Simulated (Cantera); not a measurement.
# Chlorosilane synthesis and conversion: SiCl4 + H2

Feed: 1 mol SiCl4, 9.5 mol H2, held at 1 atm.

Cantera equilibrium calculation (NASA polynomials, part measured and part estimated; ideal gas, pure solids and liquids). Candidate condensed phases: Si; 19 gas species. The tables' values for SiCl3 are old estimates; treat these amounts as uncertain. Equilibrium is a limit: real reactors are often held back by kinetics, nucleation or transport.

From 725 K to 1625 K nothing is condensed. The main Si-bearing gas is SiCl4 at 725 K and SiCl2 at 1625 K.

| T (K) | log p H2 | log p HCl | log p SiCl4 | log p SiCl2 | log p SiHCl3 | log p SiCl3 |
|---|---|---|---|---|---|---|
| 725 | -0.04 | -2.29 | -1.04 | -8.90 | -2.30 | -6.16 |
| 800 | -0.04 | -2.07 | -1.06 | -7.32 | -2.07 | -5.21 |
| 875 | -0.04 | -1.88 | -1.08 | -6.03 | -1.90 | -4.43 |
| 950 | -0.05 | -1.73 | -1.11 | -4.95 | -1.76 | -3.79 |
| 1025 | -0.05 | -1.61 | -1.14 | -4.04 | -1.65 | -3.25 |
| 1100 | -0.05 | -1.49 | -1.18 | -3.27 | -1.57 | -2.80 |
| 1175 | -0.06 | -1.38 | -1.23 | -2.65 | -1.53 | -2.43 |
| 1250 | -0.06 | -1.27 | -1.30 | -2.16 | -1.54 | -2.16 |
| 1325 | -0.07 | -1.15 | -1.39 | -1.81 | -1.60 | -1.97 |
| 1400 | -0.08 | -1.03 | -1.52 | -1.56 | -1.72 | -1.85 |
| 1475 | -0.09 | -0.94 | -1.70 | -1.38 | -1.88 | -1.81 |
| 1550 | -0.10 | -0.87 | -1.93 | -1.26 | -2.08 | -1.82 |
| 1625 | -0.11 | -0.83 | -2.21 | -1.19 | -2.31 | -1.88 |
log p: log10 of the partial pressure in bar; nothing condenses.
